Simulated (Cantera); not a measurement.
# Reactions in the system Cl-H-Mg

Cantera with NASA thermochemical tables; ideal gases at 1 bar, condensed phases pure. Values are per mole of reaction as written; species without (g) are pure solids or liquids, kept so even where they would boil at 1 bar.

2 HCl(g) + Mg ⇌ MgCl2(g) + H2(g)

```csv
T (K),ΔH° (kJ),ΔS° (J/K),ΔG° (kJ),log10 K,condensed phases
673,-206.6,4.0,-209.4,16.25,Mg(s)
773,-206.6,4.2,-209.8,14.18,Mg(s)
873,-206.7,4.0,-210.2,12.58,Mg(s)
973,-215.4,-5.5,-210.1,11.28,Mg(l)
1073,-216.0,-6.0,-209.5,10.20,Mg(l)
1173,-216.7,-6.6,-208.9,9.30,Mg(l)
1273,-217.3,-7.2,-208.2,8.54,Mg(l)
1373,-218.1,-7.7,-207.5,7.89,Mg(l)
1473,-218.8,-8.2,-206.7,7.33,Mg(l)
```
